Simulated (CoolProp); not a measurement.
Vapour-liquid equilibrium of CH2F2 (R32) (1) + R152A (2) at 1420 kPa; x and y are mole fractions of (1).

Computed with CoolProp (multi-fluid Helmholtz-energy mixture model, Tillner-Roth 1997 and Outcalt 1996; pair parameters Bell 2016).

**Question.** Give the bubble temperature and the first vapour's composition at x = 0.35, 0.575, 0.875. Is there an azeotrope?

**Answer.** x = 0.35: 40.1 °C, y = 0.530; x = 0.575: 31.4 °C, y = 0.742; x = 0.875: 22.0 °C, y = 0.938. No azeotrope shows between x = 0.05 and 0.95.

Pair parameters are fitted to limited data, so mixtures are less certain than the pure fluids.
